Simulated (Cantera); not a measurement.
Feed: 1 mol BN, 0.54 mol H₂O, equilibrated at 1.00 Torr.

Equilibrium computed with Cantera from the NASA thermochemical tables; the gas is ideal and each condensed phase is pure. Candidate condensed phases: B, BN, B₂O₃, B₃O₃H₃, H₂O; 39 gas species. Mutual solubility and eutectic melting of coexisting phases are not modelled. Equilibrium is a limit: real reactors are often held back by kinetics, nucleation or transport.

Task: Which condensed phases are stable at each of these points (T (K)): 1125, 1200, 1275, 1350, 1425, 1500, 1575, 1650, 1725, 1800, 1875, 1950?

Result: 
```json
[
 {"T (K)": "1125", "condensed phases": "BN(s) + B₂O₃(l)", "B condensed (%)": "100.0"},
 {"T (K)": "1200", "condensed phases": "BN(s) + B₂O₃(l)", "B condensed (%)": "100.0"},
 {"T (K)": "1275", "condensed phases": "BN(s) + B₂O₃(l)", "B condensed (%)": "99.9"},
 {"T (K)": "1350", "condensed phases": "BN(s) + B₂O₃(l)", "B condensed (%)": "99.6"},
 {"T (K)": "1425", "condensed phases": "BN(s) + B₂O₃(l)", "B condensed (%)": "98.7"},
 {"T (K)": "1500", "condensed phases": "BN(s) + B₂O₃(l)", "B condensed (%)": "95.3"},
 {"T (K)": "1575", "condensed phases": "BN(s) + B₂O₃(l)", "B condensed (%)": "81.3"},
 {"T (K)": "1650", "condensed phases": "BN(s)", "B condensed (%)": "59.1"},
 {"T (K)": "1725", "condensed phases": "BN(s)", "B condensed (%)": "55.0"},
 {"T (K)": "1800", "condensed phases": "BN(s)", "B condensed (%)": "50.8"},
 {"T (K)": "1875", "condensed phases": "BN(s)", "B condensed (%)": "48.0"},
 {"T (K)": "1950", "condensed phases": "BN(s)", "B condensed (%)": "46.6"}
]
```

From 1125 K to 1575 K the condensed part is BN(s) + B₂O₃(l). From 1650 K to 1950 K the condensed part is BN(s).
